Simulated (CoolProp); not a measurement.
Model: reference Helmholtz-energy equation of state, Akasaka 2022, in CoolProp.

For R1233zd(E), give the phase and the cv (kJ/(kg K)), speed of sound (m/s), expansivity (1/kK), fugacity coefficient at 450 K and 1.15 MPa; 450 K and 2.3 MPa; 450 K and 3.07 MPa.


- 450 K and 1.15 MPa: gas; cv 0.933, speed of sound 158, expansivity 3.32, fugacity coefficient 0.897
- 450 K and 2.3 MPa: gas; cv 0.962, speed of sound 138, expansivity 5.72, fugacity coefficient 0.798
- 450 K and 3.07 MPa: gas; cv 0.992, speed of sound 122, expansivity 9.92, fugacity coefficient 0.733
